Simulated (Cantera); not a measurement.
**Silicon carbide growth: (CH3)2SiCl2 + C2H4 + H2**

Input: 1 mol (CH3)2SiCl2, 0.11 mol C2H4, 2 mol H2, equilibrated at 2573 K.

Method: chemical equilibrium by Gibbs-energy minimisation in Cantera with the NASA 1993 tables (ideal gas, pure condensed phases). Candidate condensed phases: C, C6H6, C7H8, C8H18, Si, SiC; 109 gas species. The feed counts by its element totals alone. The tables' values for SiCl, SiCl3 are old estimates; treat these amounts as uncertain. Gases not in the tables: Si2H6 and higher silanes. Kinetics and transport are ignored.

From 0.750 Torr to 14.3 Torr the condensed part is C(graphite). From 39.0 Torr to 750 Torr the condensed part is C(graphite) + SiC(s). The main Si-bearing gas is Si at 0.750 Torr and SiCl2 at 750 Torr.

```csv
P (Pa),x H2,x H,x HCl,x Cl,x Si,x SiCl2,x SiC2,x C2H2 (acetylene),n C(graphite),n SiC(s)
100,0.211,0.499,0.0712,0.118,0.0706,0.000293,0.0225,0.00307,1.61,0
270,0.312,0.369,0.114,0.0945,0.0756,0.00146,0.0240,0.00454,1.65,0
720,0.403,0.257,0.151,0.0678,0.0755,0.00533,0.0240,0.00588,1.67,0
1900,0.482,0.173,0.174,0.0439,0.0679,0.0140,0.0216,0.00702,1.71,0
5200,0.560,0.113,0.190,0.0268,0.0439,0.0253,0.0140,0.00817,1.64,0.204
14000,0.624,0.0725,0.216,0.0176,0.0163,0.0293,0.00519,0.00910,1.44,0.571
37000,0.658,0.0458,0.230,0.0112,0.00617,0.0316,0.00196,0.00959,1.36,0.696
100000,0.677,0.0283,0.238,0.00698,0.00228,0.0329,0.000726,0.00987,1.33,0.744
```
x: gas mole fraction; n: condensed amount in mol.
